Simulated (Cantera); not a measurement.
An adiabatic, constant-pressure homogeneous reactor starts with H2 : O2 : N2 = 1 : 1.32 : 4.95 (molar parts), equivalence ratio 0.38, at 1473 K and 500000 Pa. Integrator tolerance rtol = 1e-08.

Detailed kinetics in Cantera: the H2/O2 subset of GRI-Mech 3.0, which has no nitrogen chemistry. The hydrogen kinetics of GRI-Mech 3.0 are dated; newer H2 mechanisms differ, most at raised pressure.

```tsv
quantity	before	after
time of steepest temperature rise	3.46 µs	3.41 µs
temperature at 0.800 s	2394 K	2575 K
equilibrium temperature	2394 K	2575 K
x(H2) at 0.800 s	0.000649 (gas-phase equilibrium 0.000649)	0.00122 (gas-phase equilibrium 0.00122)
x(O2) at 0.800 s	0.119 (gas-phase equilibrium 0.119)	0.117 (gas-phase equilibrium 0.117)
x(OH) at 0.800 s	0.00710 (gas-phase equilibrium 0.00710)	0.0110 (gas-phase equilibrium 0.0110)
x(H2O) at 0.800 s	0.143 (gas-phase equilibrium 0.143)	0.140 (gas-phase equilibrium 0.140)
x(H2O2) at 0.800 s	6.12e-7 (gas-phase equilibrium 6.12e-7)	1.13e-6 (gas-phase equilibrium 1.13e-6)
```

Problem. What was changed between the two runs?
(A) initial temperature 1473 to 1525 K
(B) pressure from 500000 Pa to 350000 Pa
(C) constant volume in place of constant pressure
(D) initial temperature 1473 to 1698 K

Solution. C, constant volume in place of constant pressure
